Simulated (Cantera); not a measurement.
Feed: 1 mol Si, 2.2 mol O₂, 1.7 mol N₂, 0.0016 mol H₂O, held at 0.133 bar.

These are equilibrium values from Cantera (NASA tables, ideal gas, pure condensed phases), not measurements of a reactor. Candidate condensed phases: H₂O, Si, SiO₂, Si₂N₂O, Si₃N₄; 35 gas species. The tables hold silica as quartz up to 1696 K and as liquid above; real silica turns to tridymite and cristobalite and melts near 1996 K. Kinetics and transport are ignored. All values below are at 1525 °C.

Base state: N₂ 0.583, O₂ 0.411, NO 0.00497, H₂O 0.000504, O 0.000210, OH 9.46e-5 (mole fractions); condensed: SiO₂(condensed).

Q: What changes in the equilibrium state with this change: Si replaced by Si₃N₄?

A: 
```tsv
species	before	after
N₂	0.583	0.975
SiO	3.57e-9	0.0246
H₂	1.14e-7	0.000478
O₂	0.411	<1e-9
NO	0.00497	<1e-9
O	0.000210	<1e-9
OH	9.46e-5	<1e-9
H₂O	0.000504	3.07e-7
H	3.25e-7	2.11e-5
SiO₂(condensed), mol	1.00	1.91
Si₂N₂O(s), mol	0	0.506
```
Mutual solubility and eutectic melting of coexisting phases are not modelled.
